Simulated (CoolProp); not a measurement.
Vapour-liquid equilibrium of n-heptane (1) + ethylbenzene (2) at 0.0238 bar; x and y are mole fractions of (1).

Model: multi-fluid Helmholtz-energy mixture model, Span 2003 and Zhou 2012; pair parameters Bell 2016, in CoolProp.

```
x     bubble temperature (K)  y at the bubble point  dew temperature at overall composition x (K)  liquid density (mol/L)
----  ----------------------  ---------------------  --------------------------------------------  ----------------------
0.05                   304.7                  0.261                                         308.7                   7.991
0.15                   298.3                  0.533                                         306.9                   7.890
0.25                   294.1                  0.671                                         305.0                   7.777
0.35                   291.1                  0.755                                         302.9                   7.658
0.45                   288.8                  0.813                                         300.5                   7.539
0.55                   286.9                  0.857                                         297.8                   7.421
0.65                   285.3                  0.894                                         294.8                   7.306
0.75                   283.9                  0.926                                         291.3                   7.193
0.85                   282.5                  0.956                                         287.2                   7.084
0.95                   281.3                  0.985                                         282.8                   6.979
```

No azeotrope shows between x = 0.05 and 0.95.

Pair parameters are fitted to limited data, so mixtures are less certain than the pure fluids.
